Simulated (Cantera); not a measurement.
Input: 1 mol c-C4F8, 0.23 mol Si, 1.6 mol H2, equilibrated at 1700 K and 12.0 Pa.

Equilibrium computed with Cantera from the NASA thermochemical tables; the gas is ideal and each condensed phase is pure. Candidate condensed phases: C, C6H6, C7H8, C8H18, Si, SiC; 113 gas species. The feed counts by its element totals alone. Gases not in the tables: C2F6 and larger saturated fluorocarbons. Kinetics and transport are ignored.

Base state: HF 0.706, CF4 0.196, SiF4 0.0507, CF2 0.0239, F 0.0227, CF3 0.000747, CF 1.82e-5 (mole fractions); condensed: C(graphite).

Task: What changes in the equilibrium state with this change: Si from 0.23 to 0.054 mol?

Result: 
| species | before | after |
|---|---|---|
| HF | 0.706 | 0.705 |
| CF4 | 0.196 | 0.233 |
| CF2 | 0.0239 | 0.0261 |
| SiF4 | 0.0507 | 0.0119 |
| F | 0.0227 | 0.0237 |
| CF3 | 0.000747 | 0.000850 |
| CF | 1.82e-5 | 1.90e-5 |
| C(graphite), mol | 3.00 | 2.82 |
